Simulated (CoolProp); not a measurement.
A simple Rankine cycle with R1336mzz(E): condensing at 321.15 K, boiler at 1.65 MPa, turbine inlet 409 K, turbine efficiency 0.9, pump efficiency 0.6, no recuperator. Each further row changes one setting.

Values from CoolProp's reference Helmholtz-energy equation of state, Akasaka 2023.

```json
[
 {"case": "as stated", "thermal efficiency (%)": "[?]", "net work (kJ/kg)": "[?]", "heat in (kJ/kg)": "195", "turbine exit temperature (K)": "369.9", "volume ratio over the turbine": "4.45"},
 {"case": "condensing temperature 313.15 K", "thermal efficiency (%)": "11.3", "net work (kJ/kg)": "23.2", "heat in (kJ/kg)": "205", "turbine exit temperature (K)": "364.5", "volume ratio over the turbine": "5.68"},
 {"case": "boiler pressure 1.15 MPa", "thermal efficiency (%)": "7.8", "net work (kJ/kg)": "15.7", "heat in (kJ/kg)": "202", "turbine exit temperature (K)": "382.0", "volume ratio over the turbine": "2.93"},
 {"case": "turbine efficiency 0.8", "thermal efficiency (%)": "8.8", "net work (kJ/kg)": "[?]", "heat in (kJ/kg)": "195", "turbine exit temperature (K)": "372.5", "volume ratio over the turbine": "[?]"}
]
```

Question: Complete the blanks.

Answer: 
- as stated, thermal efficiency (%): 10.0
- as stated, net work (kJ/kg): 19.5
- turbine efficiency 0.8, net work (kJ/kg): 17.2
- turbine efficiency 0.8, volume ratio over the turbine: 4.49
